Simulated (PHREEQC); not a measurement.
Consider water at 25 °C with 0.2 mol/kgw CdCl2, 0.1 mol/kgw ZnCl2, 0.0016 mol/kgw H2SO4 and 0.00052 mol/kgw NaCl. Closed to the air; pH follows from the charge balance.

Equilibrium calculation in PHREEQC: ion-association model, wateq4f.dat.

| quantity | before | after |
|---|---|---|
| pH | 2.62 | 2.87 |
| ionic strength (mol/kgw) | 0.415 | 0.444 |
| Cl- (mol/kgw) | 0.305 | 0.309 |
| ZnCl+ (mol/kgw) | 0.0170 | 0.0158 |
| ZnCl2 (mol/kgw) | 0.00215 | 0.00198 |
| SI of Halite (NaCl) | -5.71 | -5.71 |
| SI of Zincite(c) (ZnO) | -7.59 | -7.12 |

Q: Which change was made?
A) CdCl2 left out
B) H2SO4 left out
C) 0.04 mol/kgw KHF2 added
D) CdCl2 replaced by CdSO4 at the same molality
E) diluted 10-fold with water

A: C, 0.04 mol/kgw KHF2 added

Precipitation was switched off in this run. wateq4f.dat counts part of the HF as a dimer, H2F2, which phreeqc.dat doesn't know; its constant is uncertain.
